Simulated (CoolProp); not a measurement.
Vapour-liquid equilibrium of R134a (1) + dimethyl ether (2) at 297.5 K; x and y are mole fractions of (1).

Values from CoolProp's multi-fluid Helmholtz-energy mixture model, Tillner-Roth 1994 and Wu 2011; pair parameters Bell 2016.

```csv
x,bubble pressure (kPa),y at the bubble point,dew pressure at overall composition x (kPa),liquid density (mol/L)
0.05,574.3,0.044,573.8,14.26
0.15,567.4,0.141,567.0,14.00
0.25,564.6,0.248,564.6,13.75
0.35,566.2,0.361,565.8,13.50
0.45,571.8,0.475,570.2,13.24
0.55,581.1,0.586,577.7,12.99
0.65,593.5,0.691,588.3,12.73
0.75,608.4,0.789,602.1,12.48
0.85,625.1,0.879,619.5,12.23
0.95,643.2,0.961,640.6,11.98
```

y crosses x between x = 0.25 and 0.35: the model has an azeotrope there.

The pair parameters rest on a limited set of measurements; away from them the model extrapolates.
